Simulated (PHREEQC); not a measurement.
**Alkaline etch or developer: speciation**

Dissolve 17 mmol/kgw NaOH, 0.25 mmol/kgw H4SiO4 and 3.5 mmol/kgw (CH3)4NCl at 20 °C. Closed to the air; pH follows from the charge balance.

Computed with PHREEQC (ion-association model, wateq4f.dat).

Each row changes one thing in this solution. No solid was allowed to form.

| case | pH | H3SiO4- (mol/kgw) | H2SiO4-2 (mol/kgw) | H4SiO4 (mol/kgw) | SI of Quartz (SiO2) |
|---|---|---|---|---|---|
| as made | 12.33 | 0.000216 | 3.32e-5 | 7.10e-7 | -2.09 |
| temperature from 20 to 5 °C | 12.89 | 0.000211 | 3.81e-5 | 3.52e-7 | … |
| diluted 5-fold with water | 11.66 | 4.79e-5 | 1.31e-6 | 7.88e-7 | -2.05 |
| temperature from 20 to 40 °C | 11.70 | 0.000221 | 2.77e-5 | 1.59e-6 | -2.03 |
| H4SiO4 replaced by Na2SiO3 at the same molality | 12.34 | 0.000215 | 3.41e-5 | 6.87e-7 | -2.11 |
| diluted 100-fold with water | 10.39 | 1.88e-6 | 2.34e-9 | 6.17e-7 | … |

Task: Fill in the missing entries.

Result: 
- temperature from 20 to 5 °C, SI of Quartz (SiO2): -2.16
- diluted 100-fold with water, SI of Quartz (SiO2): -2.15

(CH3)4N+ isn't in the database: it is added as a free cation with an ion size of 4 Å. At this temperature some constants are extrapolated from 25 °C, and those without enthalpy data are left unchanged.
